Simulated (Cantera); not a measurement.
Feed: 1 mol Si, 1.2 mol HCl, 6 mol H₂, held at 677 °C and 5.40 bar.

Method: chemical equilibrium by Gibbs-energy minimisation in Cantera with the NASA 1993 tables (ideal gas, pure condensed phases). Candidate condensed phases: Si; 19 gas species. The tables' values for SiCl₃ are old estimates; treat these amounts as uncertain. The numbers say what is thermodynamically allowed, not how fast it happens.

Base state: H₂ 0.945, SiHCl₃ 0.0270, SiCl₄ 0.0208, SiH₂Cl₂ 0.00357, HCl 0.00333, SiH₃Cl 0.000118, SiCl₃ 0.000106, SiCl₂ 1.80e-5 (mole fractions); condensed: Si(s).

Question: What changes in the equilibrium state with this change: temperature from 677 °C to 1277 °C?

Answer: 
```csv
species,before,after
H₂,0.945,0.892
HCl,0.00333,0.0695
SiCl₂,1.80e-5,0.0181
SiHCl₃,0.0270,0.00774
SiCl₄,0.0208,0.00491
H,<1e-9,1.28e-5
SiCl₃,0.000106,0.00564
SiH₂Cl₂,0.00357,0.00199
SiH₃Cl,0.000118,0.000152
"Si(s), mol",0.646,0.728
```

Question: What changes in the equilibrium state with this change: HCl from 1.2 to 0.63 mol?

Answer: 
| species | before | after |
|---|---|---|
| H₂ | 0.945 | 0.968 |
| SiHCl₃ | 0.0270 | 0.0161 |
| SiCl₄ | 0.0208 | 0.0103 |
| SiCl₃ | 0.000106 | 6.24e-5 |
| SiCl₂ | 1.80e-5 | 1.26e-5 |
| SiH₂Cl₂ | 0.00357 | 0.00257 |
| HCl | 0.00333 | 0.00283 |
| Si(s), mol | 0.646 | 0.812 |
